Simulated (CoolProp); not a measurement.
Saturated liquid density (kg/m³) of R1233zd(E): the reference equation beside estimates from Tc = 438.9 K, pc = 3583 kPa, ω = 0.304. Rackett uses Z = 0.29056 − 0.08775 ω.

Model: reference Helmholtz-energy equation of state, Akasaka 2022, in CoolProp.

```csv
T (K),reference,Rackett,Redlich-Kwong,Soave-Redlich-Kwong
227.1,1421,1432,1234,1269
236,1402,1414,1217,1255
244.8,1384,1395,1200,1240
253.6,1365,1376,1183,1225
262.4,1345,1356,1165,1208
271.3,1325,1336,1145,1191
280.1,1305,1315,1126,1173
288.9,1285,1294,1105,1155
297.8,1264,1272,1084,1135
306.6,1242,1250,1062,1114
315.4,1220,1227,1039,1092
324.2,1197,1204,1015,1069
333.1,1173,1179,989.0,1044
341.9,1148,1154,962.4,1018
```

Absolute difference from the reference over all 14 rows, mean and median: Rackett 0.7 and 0.7 %, Redlich-Kwong 14.2 and 13.9 %, Soave-Redlich-Kwong 10.5 and 10.4 %.
